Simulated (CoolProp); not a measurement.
The fluid at 362.37 K and 0.691 MPa flows at 0.2 m/s in a round tube of 100 mm bore and 0.25 µm roughness, fully developed (64/Re and Nu = 3.66 if laminar; Colebrook and Gnielinski if turbulent). The same conditions are run with several fluids, on thermodynamics alone (safety and materials aside).

Values from CoolProp's reference Helmholtz-energy equation of state of each fluid (R236EA: Rui 2013; R142b: Lemmon 2006; ethane: Bücker 2006; R22: Kamei 1995; propylene: Lemmon 2013).

```csv
fluid,Reynolds number,Darcy friction factor,pressure drop (Pa/m),heat-transfer coefficient (W/(m² K)),mass flow (kg/h)
R236EA,59900,0.0201,0.160,23.4,225
R142b,40100,0.0220,0.112,15.3,144
ethane,12500,0.0291,0.0413,11.2,40.1
R22,25000,0.0245,0.103,10.5,118
propylene,19300,0.0261,0.0533,13.1,57.7
```

Transport values come from each fluid's own correlations; those of R236EA, R142b, R22, propylene are estimates that may be off by 10 % or more.
